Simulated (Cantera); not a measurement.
# Equilibrium for chlorosilane synthesis and conversion: Si + H₂ + HCl

A closed system holds: 1 mol Si, 3.6 mol H₂, 3.9 mol HCl, equilibrated at 51000 Pa.

Cantera equilibrium calculation (NASA polynomials, part measured and part estimated; ideal gas, pure solids and liquids). Candidate condensed phases: Si; 19 gas species. The tables' values for SiCl₃ are old estimates; treat these amounts as uncertain. Rates play no part.

```
T (°C)   x H₂  x SiCl₄    x HCl  x SiHCl₃   x SiCl₂   x SiCl₃
------  -----  -------  -------  --------  --------  --------
425     0.845    0.137  0.00139    0.0165   6.65e-9   1.64e-6
475     0.843    0.136  0.00282    0.0179   5.22e-8   6.13e-6
525     0.841    0.134  0.00499    0.0199   3.45e-7   2.02e-5
575     0.838    0.131  0.00790    0.0225   1.95e-6   5.95e-5
625     0.835    0.127   0.0115    0.0257   9.58e-6  0.000159
675     0.830    0.123   0.0158    0.0293   4.09e-5  0.000386
725     0.826    0.119   0.0207    0.0329  0.000152  0.000860
775     0.820    0.114   0.0263    0.0363  0.000497   0.00176
825     0.814    0.108   0.0330    0.0388   0.00141   0.00330
875     0.806    0.102   0.0412    0.0399   0.00347   0.00566
925     0.796   0.0946   0.0518    0.0391   0.00737   0.00888
975     0.784   0.0860   0.0654    0.0363    0.0136    0.0127
1025    0.769   0.0761   0.0823    0.0321    0.0222    0.0168
```
x: gas mole fraction; nothing condenses.

From 425 °C to 1025 °C nothing is condensed. The main Si-bearing gas is SiCl₄ throughout.
